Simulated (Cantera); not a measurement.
An isothermal, constant-pressure homogeneous reactor starts with CO : O2 : H2O : N2 : H2 = 0.013 : 0.027 : 0.024 : 1 : 0.0041 (molar parts), equivalence ratio 0.32, at 1075 K and 0.642 atm.

Cantera simulation using GRI-Mech 3.0 (53 species, 325 reactions); the numbers are that mechanism's predictions, not measurements.

One state of this run: x CO = 6.00e-9; x O2 = 0.0174; x H2O = 0.0265; x CO2 = 0.0123; x H2O2 = 8.91e-11; x H2 = 6.87e-10; x H = 1.93e-12. x: mole fraction; the columns are a selection and need not sum to one.

Q: Which value of t (s) does it belong to?
A. 7.03
B. 0.0265
C. 0.000932
D. 0.000305

A: A, 7.03
